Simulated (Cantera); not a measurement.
# Premixed flame

A freely propagating, adiabatic, planar premixed flame of H2 : O2 : N2 = 1 : 0.417 : 1.57 (molar parts), equivalence ratio 1.2, unburnt at 548 K and 3.30 bar; mixture-averaged transport, grid criteria slope 0.08 and curve 0.16, no radiation.

Computed with Cantera and the H2/O2 subset of GRI-Mech 3.0, which has no nitrogen chemistry. The hydrogen kinetics of GRI-Mech 3.0 are dated; newer H2 mechanisms differ, most at raised pressure. Burning velocities carry a grid error of a few per cent, more on coarse grids.

```csv
z (mm),T (K),u (m/s),x H2,x O2,x H2O2,x O,x H,x OH
-0.284,548,7.24,0.335,0.140,<1e-8,<1e-8,<1e-8,<1e-8
-0.189,548,7.24,0.335,0.140,<1e-8,<1e-8,<1e-8,<1e-8
-0.142,548,7.24,0.335,0.140,<1e-8,<1e-8,<1e-8,<1e-8
-0.0946,548,7.23,0.335,0.140,<1e-8,<1e-8,<1e-8,<1e-8
-0.0473,570,7.45,0.327,0.141,6.87e-6,5.33e-6,3.80e-5,2.66e-5
-0.0237,835,10.6,0.287,0.135,5.85e-5,0.000307,0.00390,0.00116
0,1320,16.1,0.195,0.0983,1.64e-5,0.00373,0.0265,0.00365
0.0237,1664,20.1,0.111,0.0446,4.16e-6,0.00765,0.0483,0.00939
0.0473,1838,22.0,0.0809,0.0213,2.45e-6,0.00813,0.0509,0.0134
0.0946,2009,23.8,0.0725,0.0118,1.38e-6,0.00685,0.0420,0.0158
0.189,2170,25.4,0.0712,0.00813,8.17e-7,0.00471,0.0301,0.0157
0.379,2312,26.8,0.0689,0.00517,5.33e-7,0.00278,0.0201,0.0139
0.757,2420,27.9,0.0662,0.00291,3.60e-7,0.00145,0.0129,0.0111
```
x: mole fraction of selected species; z is measured from the peak of heat release.

```
Item                         Result
------------------------  ---------
laminar burning velocity   724 cm/s
thermal thickness         0.0946 mm
peak x(H2O2)                5.87e-5
peak x(O)                   0.00817
peak x(H)                    0.0515
peak x(OH)                   0.0160
```
